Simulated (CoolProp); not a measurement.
Vapour-liquid equilibrium of R143a (1) + isobutene (2) at 4.76 kPa; x and y are mole fractions of (1).

Computed with CoolProp (multi-fluid Helmholtz-energy mixture model, Lemmon and Jacobsen 2000 and Lemmon 2005; pair parameters Bell 2016).

| x | bubble temperature, mixture model (K) | bubble temperature, Raoult's law (K) | y, mixture model | y, Raoult's law |
|---|---|---|---|---|
| 0.05 | 192.8 | 203.1 | 0.690 | 0.313 |
| 0.125 | 185.2 | 198.0 | 0.849 | 0.570 |
| 0.2 | 182.3 | 194.2 | 0.889 | 0.709 |
| 0.275 | 181.0 | 191.2 | 0.905 | 0.794 |
| 0.35 | 180.3 | 188.8 | 0.913 | 0.850 |
| 0.425 | 180.0 | 186.7 | 0.918 | 0.890 |
| 0.5 | 179.7 | 185.0 | 0.921 | 0.918 |
| 0.575 | 179.5 | 183.4 | 0.925 | 0.939 |
| 0.65 | 179.2 | 182.1 | 0.929 | 0.956 |
| 0.725 | 178.9 | 180.9 | 0.936 | 0.969 |
| 0.8 | 178.6 | 179.8 | 0.946 | 0.980 |
| 0.875 | 178.1 | 178.8 | 0.960 | 0.989 |
| 0.95 | 177.7 | 177.9 | 0.981 | 0.996 |

The largest gap from Raoult's law is -12.8 K in bubble temperature, at x = 0.125. No azeotrope shows between x = 0.05 and 0.95.

The pair parameters rest on a limited set of measurements; away from them the model extrapolates. With so large a gap from Raoult's law the liquid may split in two, which this calculation doesn't test in full.
